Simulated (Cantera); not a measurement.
## Thermodynamics of boron, boron nitride and boron oxide, feed B + O2 + H2 + H2O

Input: 1 mol B, 0.8 mol O2, 11 mol H2, 0.00071 mol H2O, held at 6900 Pa.

Method: chemical equilibrium by Gibbs-energy minimisation in Cantera with the NASA 1993 tables (ideal gas, pure condensed phases). Candidate condensed phases: B, B2O3, B3O3H3, H2O; 23 gas species. Gases not in the tables: H3BO3. Equilibrium is a limit: real reactors are often held back by kinetics, nucleation or transport.

```csv
T (°C),x H2,x HBO2,x HBO,x B2O3,x H2O,n B2O3(l)
725,0.991,9.15e-6,4.87e-9,4.41e-11,0.00914,0.500
800,0.991,3.94e-5,5.65e-8,1.25e-9,0.00913,0.500
875,0.991,0.000139,4.71e-7,2.25e-8,0.00908,0.499
950,0.991,0.000413,3.01e-6,2.79e-7,0.00894,0.498
1025,0.990,0.00106,1.56e-5,2.55e-6,0.00862,0.494
1100,0.990,0.00239,6.85e-5,1.81e-5,0.00798,0.486
1175,0.988,0.00475,0.000266,0.000104,0.00689,0.471
1250,0.985,0.00831,0.000947,0.000500,0.00543,0.443
1325,0.977,0.0132,0.00308,0.00205,0.00405,0.386
1400,0.959,0.0207,0.00860,0.00737,0.00330,0.247
1475,0.928,0.0306,0.0170,0.0182,0.00341,0
1550,0.926,0.0309,0.0187,0.0170,0.00432,0
1625,0.922,0.0310,0.0204,0.0158,0.00537,0
```
x: gas mole fraction; n: condensed amount in mol.

From 725 °C to 1400 °C the condensed part is B2O3(l). From 1475 °C to 1625 °C nothing is condensed.
